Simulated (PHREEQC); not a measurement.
Make-up at 25 °C: 0.00079 mol H2SiF6, 0.0036 mol HBF4 and 0.0069 mol HCl per kg of water. Closed to the air; pH follows from the charge balance.

Model: ion-association model, phreeqc.dat, run in PHREEQC.

```
Item                      Result
----------------  --------------
pH                          1.99
ionic strength    0.0120 mol/kgw
total alkalinity    -26.0 meq/kg
```

| species | molality | activity | log γ |
|---|---|---|---|
| H+ | 0.0112 | 0.0102 | -0.042 |
| Cl- | 0.00690 | 0.00616 | -0.049 |
| HF | 0.00466 | 0.00468 | 0.001 |
| BF4- | 0.00224 | 0.00200 | -0.048 |
| H3BO3 | 0.00113 | 0.00113 | 0.001 |
| SiF6-2 | 0.000754 | 0.000487 | -0.189 |

No solid was allowed to form. SiF6-2 is the database's only silicon fluoride. Real BF4- forms and hydrolyses slowly; the run takes it at equilibrium.
